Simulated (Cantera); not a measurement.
Input (Python, Cantera):

```python
import numpy as np
import cantera as ct

gas = ct.Solution("gri30.yaml")


def delay(T, t_max=10):
    gas.TPX = T, 76000, {'C3H8': 1, 'O2': 4.17, 'N2': 15.7}
    reactor = ct.IdealGasConstPressureReactor(gas, clone=False)
    net = ct.ReactorNet([reactor])
    net.rtol, net.atol = 1e-8, 1e-16
    while net.time < t_max:
        t_old, T_old = net.time, reactor.T
        net.step()
        if reactor.T > T + 400:  # ignition: a rise of 400 K
            return t_old + (T + 400 - T_old) / (reactor.T - T_old) * (net.time - t_old)
    return np.nan


taus = []
for T in [1273, 1323, 1373, 1423, 1473, 1523, 1573]:
    taus.append(delay(T))
    print(f"T0 = {T:6g} K   tau = {taus[-1]:.4e} s")
```

It prints:

```
T0 =   1273 K   tau = 1.8024e-03 s
T0 =   1323 K   tau = 7.9580e-04 s
T0 =   1373 K   tau = 3.8904e-04 s
T0 =   1423 K   tau = 2.0925e-04 s
T0 =   1473 K   tau = 1.2274e-04 s
T0 =   1523 K   tau = 7.7708e-05 s
T0 =   1573 K   tau = 5.2535e-05 s
```

Model: GRI-Mech 3.0 (53 species, 325 reactions), integrated in Cantera. GRI-Mech 3.0 was tuned for natural gas; its chemistry of propane as a main component is partial and can be far from experiment.
